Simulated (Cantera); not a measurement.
Standard-state values (1 bar) from the NASA 1993 polynomials, evaluated with Cantera. Values are per mole of reaction as written; species without (g) are pure solids or liquids, kept so even where they would boil at 1 bar.

Question: Between 1475 and 1975 K, where is each reaction favourable under standard conditions?
- NO(g) + Nb₂O₅ ⇌ NO₂(g) + 2 NbO₂(g)

Answer: 
- NO(g) + Nb₂O₅ ⇌ NO₂(g) + 2 NbO₂(g): ΔG° is 845 kJ at 1475 K and 675 kJ at 1975 K; it stays positive (K < 1). ΔH° is 1252 kJ and ΔS° 292 J/K at 1975 K.
